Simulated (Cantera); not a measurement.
# Thermodynamics of aluminium nitride and oxide growth, feed AlCl3 + N2 + H2 + O2

Feed: 1 mol AlCl3, 2.5 mol N2, 90 mol H2, 6.5 mol O2, equilibrated at 1925 K.

Method: chemical equilibrium by Gibbs-energy minimisation in Cantera with the NASA 1993 tables (ideal gas, pure condensed phases). Candidate condensed phases: Al, AlCl3, AlN, Al2O3, H2O, NH4Cl; 45 gas species. Gases not in the tables: Al(OH)3. The numbers say what is thermodynamically allowed, not how fast it happens.

```tsv
P (Pa)	x H2	x H2O	x H	x HCl	x N2	x Cl	x OH	x O	n Al2O3(s)
10	0.744	0.116	0.0825	0.0282	0.0254	0.00235	0.00111	9.17e-5	0.498
28	0.774	0.118	0.0503	0.0296	0.0259	0.00145	0.000665	3.22e-5	0.499
77	0.791	0.120	0.0306	0.0305	0.0262	0.000888	0.000402	1.16e-5	0.499
220	0.803	0.121	0.0183	0.0311	0.0263	0.000532	0.000238	4.04e-6	0.500
600	0.809	0.121	0.0111	0.0314	0.0264	0.000324	0.000144	1.47e-6	0.500
1700	0.813	0.122	0.00661	0.0316	0.0265	0.000193	8.56e-5	5.19e-7	0.500
4600	0.816	0.122	0.00403	0.0317	0.0265	0.000118	5.21e-5	1.92e-7	0.500
13000	0.817	0.122	0.00240	0.0318	0.0266	7.02e-5	3.10e-5	6.78e-8	0.500
36000	0.818	0.122	0.00144	0.0318	0.0266	4.22e-5	1.86e-5	2.45e-8	0.500
100000	0.818	0.122	0.000865	0.0319	0.0266	2.53e-5	1.12e-5	8.80e-9	0.500
```
x: gas mole fraction; n: condensed amount in mol.

From 0.0750 Torr to 750 Torr the condensed part is Al2O3(s).
